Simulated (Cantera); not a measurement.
Equilibrium for abatement and gas-phase synthesis: N2O + SO2 + H2

Charge: 1 mol N2O, 0.0042 mol SO2, 2.3 mol H2, held at 3073 K.

Method: chemical equilibrium by Gibbs-energy minimisation in Cantera with the NASA 1993 tables (ideal gas, pure condensed phases). Candidate condensed phases: H2O, H2SO4, S; 35 gas species. The ideal-gas law is rough above about 30 bar. Rates play no part.

From 10.0 Pa to 3.00e7 Pa nothing is condensed.

```json
[
 {"P (Pa)": "10", "log p H": "-4.16", "log p H2": "-6.90", "log p H2O": "-9.64", "log p N2": "-4.82", "log p O": "-4.82", "log p OH": "-7.35"},
 {"P (Pa)": "65", "log p H": "-3.35", "log p H2": "-5.29", "log p H2O": "-7.22", "log p N2": "-4.00", "log p O": "-4.01", "log p OH": "-5.74"},
 {"P (Pa)": "420", "log p H": "-2.57", "log p H2": "-3.73", "log p H2O": "-4.90", "log p N2": "-3.17", "log p O": "-3.25", "log p OH": "-4.19"},
 {"P (Pa)": "2700", "log p H": "-1.90", "log p H2": "-2.39", "log p H2O": "-2.94", "log p N2": "-2.28", "log p O": "-2.64", "log p OH": "-2.91"},
 {"P (Pa)": "17000", "log p H": "-1.38", "log p H2": "-1.34", "log p H2O": "-1.58", "log p N2": "-1.38", "log p O": "-2.33", "log p OH": "-2.07"},
 {"P (Pa)": "110000", "log p H": "-0.92", "log p H2": "-0.44", "log p H2O": "-0.57", "log p N2": "-0.51", "log p O": "-2.22", "log p OH": "-1.52"},
 {"P (Pa)": "720000", "log p H": "-0.50", "log p H2": "0.42", "log p H2O": "0.31", "log p N2": "0.32", "log p O": "-2.20", "log p OH": "-1.07"},
 {"P (Pa)": "4700000", "log p H": "-0.08", "log p H2": "1.25", "log p H2O": "1.14", "log p N2": "1.15", "log p O": "-2.19", "log p OH": "-0.64"},
 {"P (Pa)": "30000000", "log p H": "0.33", "log p H2": "2.06", "log p H2O": "1.96", "log p N2": "1.96", "log p O": "-2.19", "log p OH": "-0.24"}
]
```
log p: log10 of the partial pressure in bar; nothing condenses.
